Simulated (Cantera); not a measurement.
A Cantera script and its output.

```python
import numpy as np
import cantera as ct

gas = ct.Solution("gri30.yaml")
gas.TPX = 1200, 940000, {'CO': 0.0016, 'O2': 0.0085, 'H2O': 0.014, 'N2': 1}
reactor = ct.IdealGasConstPressureReactor(gas, energy="off", clone=False)
net = ct.ReactorNet([reactor])
net.rtol, net.atol = 1e-08, 1e-18
show = ['CO', 'O2', 'H2O', 'NO', 'N2O']
times = np.geomspace(0.0002, 2, 10)

steps = ct.SolutionArray(gas, extra=["t"])
rows = []
print(f"{'t/s':>10s}{'T/K':>9s}{'P/Pa':>11s}" + "".join(f"{s:>11s}" for s in show))
for t in times:
    while net.time < t:
        t_next = net.step()
        steps.append(gas.state, t=t_next)
    rows.append([np.interp(t, steps.t, y) for y in (steps.T, steps.P, *steps(*show).X.T)])
    print(f"{t:10.3e}{rows[-1][0]:9.1f}{rows[-1][1]:11.4g}" + "".join(f"{x:11.3e}" for x in rows[-1][2:]))
rate = np.gradient(steps.T, steps.t)
print("integrator steps:", len(steps.t))
if steps.T.max() > steps.T[0] + 200:
    print(f"time of steepest temperature rise: {steps.t[rate.argmax()]:.4e} s")
gas.TPX = 1200, 940000, {'CO': 0.0016, 'O2': 0.0085, 'H2O': 0.014, 'N2': 1}
gas.equilibrate("TP")
print(f"equilibrium (TP): T = {gas.T:.1f} K  " + "  ".join(f"{s} {gas[s].X[0]:.3e}" for s in show))
```

It prints:

```
       t/s      T/K       P/Pa         CO         O2        H2O         NO        N2O
 2.000e-04   1200.0    9.4e+05  1.562e-03  8.300e-03  1.367e-02  2.447e-17  1.867e-12
 5.565e-04   1200.0    9.4e+05  1.562e-03  8.300e-03  1.367e-02  1.915e-16  1.407e-11
 1.549e-03   1200.0    9.4e+05  1.561e-03  8.299e-03  1.367e-02  9.509e-15  3.459e-10
 4.309e-03   1200.0    9.4e+05  1.480e-03  8.258e-03  1.366e-02  6.109e-12  2.033e-08
 1.199e-02   1200.0    9.4e+05  1.210e-03  8.127e-03  1.366e-02  5.054e-11  8.799e-08
 3.336e-02   1200.0    9.4e+05  7.407e-04  7.894e-03  1.367e-02  2.139e-10  2.130e-07
 9.283e-02   1200.0    9.4e+05  2.715e-04  7.660e-03  1.368e-02  4.592e-10  3.387e-07
 2.583e-01   1200.0    9.4e+05  4.571e-05  7.547e-03  1.368e-02  7.124e-10  3.330e-07
 7.188e-01   1200.0    9.4e+05  1.163e-06  7.525e-03  1.368e-02  1.714e-09  1.585e-07
 2.000e+00   1200.0    9.4e+05  1.524e-10  7.525e-03  1.368e-02  1.931e-09  2.396e-08
integrator steps: 1032
equilibrium (TP): T = 1200.0 K  CO 1.034e-10  O2 7.504e-03  H2O 1.368e-02  NO 4.139e-05  N2O 9.901e-09
```

Cantera simulation using GRI-Mech 3.0 (53 species, 325 reactions); the numbers are that mechanism's predictions, not measurements.
